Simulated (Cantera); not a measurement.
An isothermal, constant-pressure homogeneous reactor starts with 36.0 % H2, 20.0 % O2, 44.0 % N2, equivalence ratio 0.90, at 873 K and 0.110 bar.

Detailed kinetics in Cantera: the H2/O2 subset of GRI-Mech 3.0, which has no nitrogen chemistry. Radical loss at walls, strong at low pressure, is not modelled. Below about 950 K walls govern HO2 and H2O2 in real vessels. The temperature is held fixed by assumption; the heat of reaction is taken as removed at once.

**Question.** Predict: x(H2) at 10.0 s; x(O2) at 10.0 s; x(H2O) at 10.0 s; x(HO2) at 10.0 s; x(H2O2) at 10.0 s.

**Answer.** 
```json
{
 "x(H2) at 10.0 s": "0.00685 (gas-phase equilibrium 9.83e-12)",
 "x(O2) at 10.0 s": "0.0277 (gas-phase equilibrium 0.0244)",
 "x(H2O) at 10.0 s": "0.431 (gas-phase equilibrium 0.439)",
 "x(HO2) at 10.0 s": "8.32e-6 (gas-phase equilibrium 2.18e-11)",
 "x(H2O2) at 10.0 s": "3.42e-5 (gas-phase equilibrium 9.99e-12)"
}
```
